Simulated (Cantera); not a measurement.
Cantera run:

```python
import numpy as np
import cantera as ct

gas_names = """
    CL CLO CL2 H HCL HNO HNO2 HNO3 HOCL HO2 H2 H2O H2O2 Mg MgCL MgCL2 MgH MgN MgO MgOH MgO2H2 Mg2 N NH
    NH2 NH3 NH2OH NO NO2 NO3 N2 N2H2 N2H4 N2O O OH O2 O3
""".split()
cond_names = """
    H2O(s) H2O(L) Mg(cr) Mg(L) MgCL2(s) MgCL2(L) MgO(s) MgO(L) MgO2H2(s) NH4CL(a) NH4CL(b)
""".split()


# ... load() reads the species with a 1 bar reference pressure and builds the phases ...
atoms = {
    'MgCl2': {'Mg': 1, 'CL': 2},
    'O2': {'O': 2},
    'N2': {'N': 2},
    'H2O': {'H': 2, 'O': 1},
}
top_T = {}  # K; cautious upper limits of use, not melting points


# ... equilibrate(T, P, feed) seeds the gas with the atoms and calls Mixture.equilibrate('TP', solver="vcs", rtol=1e-11, max_steps=5000) ...
results = []
feed = {'MgCl2': 1, 'O2': 1.4, 'N2': 3.3, 'H2O': 1}  # mol
P = 133.322  # Pa
for T in [1373, 1423, 1473, 1523, 1573, 1623, 1673, 1723, 1773, 1823, 1873, 1923]:
    mix = equilibrate(T, P, feed)
    results.append((T, P, feed, dict(zip(mix.species_names, mix.species_moles))))

top = {s: max(r[3][s] / sum(r[3][g] for g in gas_names) for r in results) for s in gas_names}
cols = sorted((s for s in top if top[s] > 1e-05), key=lambda s: -top[s])[:8]
seen = [c for c in cond_names if any(r[3].get(c, 0) > 1e-12 for r in results)]
print("log10 of partial pressures in bar; condensed amounts in mol")
print(f"{'T/K':>10s}" + "".join(f"{s[:9]:>10s}" for s in cols + seen))
for T, P, feed, n in results:
    ng = sum(n[g] for g in gas_names)
    print(f"{T:10.4g}" + "".join(f"{np.log10(max(n[s] / ng * P / 1e5, 1e-99)):10.3f}" for s in cols)
          + "".join(f"{n.get(c, 0):10.4g}" for c in seen))
```

It prints:

```
log10 of partial pressures in bar; condensed amounts in mol
       T/K        N2       HCL        O2        CL       H2O     MgCL2        OH        NO    MgO(s)
      1373    -3.186    -3.475    -3.577    -4.403    -4.521    -5.128    -7.116    -6.198    0.9624
      1423    -3.187    -3.489    -3.580    -4.323    -4.456    -5.033    -6.867    -6.077    0.9531
      1473    -3.187    -3.505    -3.584    -4.251    -4.394    -4.954    -6.634    -5.966    0.9435
      1523    -3.188    -3.522    -3.589    -4.188    -4.335    -4.886    -6.416    -5.862    0.9338
      1573    -3.189    -3.542    -3.594    -4.130    -4.282    -4.827    -6.213    -5.765    0.9241
      1623    -3.190    -3.563    -3.599    -4.078    -4.233    -4.776    -6.024    -5.675    0.9145
      1673    -3.191    -3.585    -3.605    -4.031    -4.190    -4.732    -5.847    -5.590    0.9053
      1723    -3.192    -3.608    -3.611    -3.988    -4.151    -4.695    -5.682    -5.511    0.8964
      1773    -3.194    -3.633    -3.618    -3.949    -4.117    -4.662    -5.527    -5.437     0.888
      1823    -3.195    -3.659    -3.625    -3.914    -4.087    -4.634    -5.382    -5.367    0.8802
      1873    -3.196    -3.686    -3.633    -3.881    -4.062    -4.610    -5.247    -5.302    0.8729
      1923    -3.198    -3.714    -3.642    -3.852    -4.041    -4.590    -5.121    -5.241     0.866
```

Cantera equilibrium calculation (NASA polynomials, part measured and part estimated; ideal gas, pure solids and liquids).
